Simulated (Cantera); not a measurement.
Feed: 1 mol HF, 0.13 mol H2O, equilibrated at 1.33 mbar.

Cantera equilibrium calculation (NASA polynomials, part measured and part estimated; ideal gas, pure solids and liquids). Candidate condensed phases: H2O; 22 gas species. Equilibrium is a limit: real reactors are often held back by kinetics, nucleation or transport. All values below are at 2727 °C.

Base state: HF 0.442, H 0.310, F 0.165, O 0.0755, H2 0.00514, OH 0.00204, O2 0.000593, H2O 0.000102 (mole fractions); condensed: gas only.

### Question
What changes in the equilibrium state with this change: HF replaced by SO2?

### Answer
```tsv
species	before	after
O	0.0755	0.538
S	0	0.223
SO	0	0.108
HF	0.442	0
H	0.310	0.0844
F	0.165	0
SO2	0	0.0110
O2	0.000593	0.0301
S2	0	0.00103
SH	0	0.000195
H2	0.00514	0.000381
OH	0.00204	0.00396
```
Further candidate phases: H2SO4, S.
